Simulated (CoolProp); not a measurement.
Properties of fluorine at several states.

Model: reference Helmholtz-energy equation of state, de Reuck 1990, in CoolProp.

```csv
T (°C),p (MPa),phase,density (kg/m³),cp (kJ/(kg K)),cv (kJ/(kg K)),speed of sound (m/s),Joule-Thomson coefficient (K/MPa)
-2.65,0.0139,gas,0.2349,0.8109,0.5920,284.7,2.287
-29.05,0.012,gas,0.2247,0.7989,0.5799,271.2,2.784
-144.95,1.53,gas,64.89,1.058,0.6244,180.7,10.18
-94.95,0.0591,gas,1.518,0.7775,0.5568,232.9,5.204
-112.05,1.73,gas,53.46,0.9000,0.5868,212.8,6.378
```
